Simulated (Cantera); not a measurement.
## Ammonia decomposition in nitride growth gas

A perfectly stirred reactor is fed with NH3 : N2 = 1 : 8.8 (molar parts), at 0.770 atm; it is held at 2075 K, and followed from long to short residence time.

Model: the gas-phase N/H chemistry of the illustrative SiF4/NH3 mechanism in the Surface Chemkin manual (1991), integrated in Cantera. Walls and surfaces, which speed up NH3 decomposition in real reactors, are not modelled.

```json
[
 {"τ (s)": "0.32", "x NH3": "0.00760", "x N2": "0.864", "x N": "1.39e-6", "x N2H4": "9.13e-10", "x H2": "0.128"},
 {"τ (s)": "0.17", "x NH3": "0.0132", "x N2": "0.866", "x N": "1.43e-6", "x N2H4": "1.99e-9", "x H2": "0.121"},
 {"τ (s)": "0.094", "x NH3": "0.0213", "x N2": "0.869", "x N": "1.45e-6", "x N2H4": "3.92e-9", "x H2": "0.110"},
 {"τ (s)": "0.051", "x NH3": "0.0329", "x N2": "0.873", "x N": "1.43e-6", "x N2H4": "7.33e-9", "x H2": "0.0938"},
 {"τ (s)": "0.028", "x NH3": "0.0470", "x N2": "0.878", "x N": "1.36e-6", "x N2H4": "1.24e-8", "x H2": "0.0746"},
 {"τ (s)": "0.015", "x NH3": "0.0623", "x N2": "0.884", "x N": "1.22e-6", "x N2H4": "1.94e-8", "x H2": "0.0537"},
 {"τ (s)": "0.0081", "x NH3": "0.0758", "x N2": "0.888", "x N": "1.01e-6", "x N2H4": "2.76e-8", "x H2": "0.0354"},
 {"τ (s)": "0.0044", "x NH3": "0.0858", "x N2": "0.892", "x N": "7.36e-7", "x N2H4": "3.67e-8", "x H2": "0.0217"},
 {"τ (s)": "0.0024", "x NH3": "0.0925", "x N2": "0.894", "x N": "4.70e-7", "x N2H4": "4.61e-8", "x H2": "0.0125"},
 {"τ (s)": "0.0013", "x NH3": "0.0966", "x N2": "0.896", "x N": "2.61e-7", "x N2H4": "5.41e-8", "x H2": "0.00685"},
 {"τ (s)": "0.00070", "x NH3": "0.0991", "x N2": "0.897", "x N": "1.32e-7", "x N2H4": "5.72e-8", "x H2": "0.00352"}
]
```
x: mole fraction; the columns are a selection and need not sum to one.
